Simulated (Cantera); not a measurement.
An isothermal, constant-pressure homogeneous reactor starts with NO : N2 = 1 : 0.22 (molar parts), at 2125 K and 0.158 atm. Integrator tolerance rtol = 1e-08.

Cantera simulation using GRI-Mech 3.0 (53 species, 325 reactions); the numbers are that mechanism's predictions, not measurements.

Question: What does this change do: temperature 2125 to 1525 K?

Answer: 
```json
[
 {"quantity": "x(NO) at 60.0 s", "before": "0.0126 (gas-phase equilibrium 0.0126)", "after": "0.682 (gas-phase equilibrium 0.00167)"},
 {"quantity": "x(O2) at 60.0 s", "before": "0.402 (gas-phase equilibrium 0.402)", "after": "0.0683 (gas-phase equilibrium 0.409)"},
 {"quantity": "x(N2) at 60.0 s", "before": "0.583 (gas-phase equilibrium 0.583)", "after": "0.249 (gas-phase equilibrium 0.589)"},
 {"quantity": "x(NO2) at 60.0 s", "before": "9.89e-6 (gas-phase equilibrium 9.89e-6)", "after": "0.000768 (gas-phase equilibrium 4.63e-6)"},
 {"quantity": "x(N2O) at 60.0 s", "before": "2.43e-7 (gas-phase equilibrium 2.43e-7)", "after": "0.000148 (gas-phase equilibrium 3.52e-8)"}
]
```
